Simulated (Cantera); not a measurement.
Input: 1 mol BF3, 0.19 mol H2O, at 0.100 bar.

Equilibrium computed with Cantera from the NASA thermochemical tables; the gas is ideal and each condensed phase is pure. Candidate condensed phases: B, B2O3, B3O3H3, H2O; 43 gas species. Gases not in the tables: H3BO3. Kinetics and transport are ignored. All values below are at 1150 K.

Base state: BF3 0.703, HF 0.212, H2O 0.0478, B3O3F3 0.0343, BOF 0.00275, HBO2 0.000170, (HBO2)3 1.13e-5 (mole fractions); condensed: gas only.

**Question.** What changes in the equilibrium state with this change: BF3 replaced by B2O3?

**Answer.** 
```
species         before    after
------------  --------  -------
H2O             0.0478    0.994
(HBO2)3        1.13e-5  0.00445
HBO2          0.000170  0.00124
BF3              0.703        0
HF               0.212        0
B3O3F3          0.0343        0
BOF            0.00275        0
B2O3(l), mol         0    0.999
```

**Question.** What changes in the equilibrium state with this change: BF3 replaced by borazine?

**Answer.** 
| species | before | after |
|---|---|---|
| H2 | 1.22e-6 | 0.980 |
| N2 | 0 | 0.0191 |
| H2O | 0.0478 | 0.00111 |
| BF3 | 0.703 | 0 |
| HF | 0.212 | 0 |
| B3O3F3 | 0.0343 | 0 |
| HBO2 | 0.000170 | 4.16e-5 |
| BOF | 0.00275 | 0 |
| (HBO2)3 | 1.13e-5 | 1.65e-7 |
| BN(s), mol | 0 | 2.88 |
| B2O3(l), mol | 0 | 0.0620 |
The feed counts by its element totals alone. Mutual solubility and eutectic melting of coexisting phases are not modelled. Further candidate phases: BN.
